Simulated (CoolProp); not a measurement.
c-C4F8 (RC318) along the isotherm 421.1 K: density (kg/m³) from the reference equation and from simpler models built on Tc = 388.4 K, pc = 2778 kPa, ω = 0.355; each cubic takes its own stable root.

Values from CoolProp's reference Helmholtz-energy equation of state, Platzer 1990. This equation is an older, rougher fit; its heat capacities, sound speeds and derivatives of the liquid may be far off and weren't checked against measurements.

| p (kPa) | phase | reference | ideal gas | van der Waals | Soave-Redlich-Kwong | Peng-Robinson |
|---|---|---|---|---|---|---|
| 868 | gas | 54.00 | 49.59 | 53.98 | 54.06 | 54.69 |
| 1740 | gas | 120.4 | 99.41 | 120.8 | 120.4 | 123.3 |
| 2600 | gas | 206.4 | 148.5 | 211.0 | 205.1 | 213.1 |
| 3470 | supercritical | 335.4 | ? | 379.3 | 326.6 | 344.1 |
| 4340 | supercritical | 544.5 | 248.0 | 596.2 | ? | 530.9 |
| 5210 | supercritical | 745.0 | 297.7 | 679.3 | 652.0 | 701.5 |
| 6080 | supercritical | ? | 347.4 | 728.5 | 751.5 | 815.4 |
| 6940 | supercritical | 924.8 | 396.5 | 763.6 | 820.7 | 895.2 |
| 7810 | supercritical | ? | ? | 791.7 | 874.7 | 957.4 |
| 8680 | supercritical | 1011 | 495.9 | 815.0 | 918.6 | 1008 |
| 9550 | supercritical | 1042 | 545.6 | 834.9 | 955.8 | 1051 |
| 10400 | supercritical | 1067 | 594.2 | 851.9 | 987.3 | 1087 |
| 11300 | supercritical | 1090 | 645.6 | 867.9 | 1017 | 1120 |
| 12200 | supercritical | 1110 | 697.0 | 882.2 | 1043 | 1151 |
| 13000 | supercritical | 1127 | 742.7 | 893.9 | 1064 | 1175 |
| 13900 | supercritical | 1144 | 794.1 | 905.9 | 1086 | 1200 |

Question: Some entries are withheld; supply them.

Answer: 
- 3470, ideal gas: 198.2
- 4340, Soave-Redlich-Kwong: 498.9
- 6080, reference: 857.0
- 7810, reference: 973.5
- 7810, ideal gas: 446.2
